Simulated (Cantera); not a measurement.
A perfectly stirred reactor is fed with CH4 : CO2 = 1 : 2.5 (molar parts), at 26.6 atm; it is held at 2025 K, and followed from long to short residence time.

Computed with Cantera and GRI-Mech 3.0 (53 species, 325 reactions). The pressure lies above the range GRI-Mech 3.0 was tuned for (to about 10 atm).

Problem. What does this change do: temperature 2025 to 1800 K?

Solution. 
```csv
quantity,before,after
x(CH4) at τ = 2.40 s,0.000124,0.00313
x(CO2) at τ = 2.40 s,0.102,0.115
x(O2) at τ = 2.40 s,3.56e-9,7.46e-11
x(H2O) at τ = 2.40 s,0.171,0.164
x(CH2O) at τ = 2.40 s,1.17e-6,1.39e-6
x(CH4) at τ = 47.0 ms,0.00392,0.0236
x(CO2) at τ = 47.0 ms,0.108,0.180
x(O2) at τ = 47.0 ms,3.83e-9,1.50e-10
x(H2O) at τ = 47.0 ms,0.174,0.191
x(CH2O) at τ = 47.0 ms,2.74e-6,5.10e-6
```

Problem. What does this change do: temperature 2025 to 1325 K?

Solution. 
```tsv
quantity	before	after
x(CH4) at τ = 2.40 s	0.000124	0.222
x(CO2) at τ = 2.40 s	0.102	0.640
x(O2) at τ = 2.40 s	3.56e-9	<1e-12
x(H2O) at τ = 2.40 s	0.171	0.0466
x(CH2O) at τ = 2.40 s	1.17e-6	3.47e-7
x(CH4) at τ = 47.0 ms	0.00392	0.284
x(CO2) at τ = 47.0 ms	0.108	0.714
x(O2) at τ = 47.0 ms	3.83e-9	<1e-12
x(H2O) at τ = 47.0 ms	0.174	6.84e-5
x(CH2O) at τ = 47.0 ms	2.74e-6	1.20e-7
```
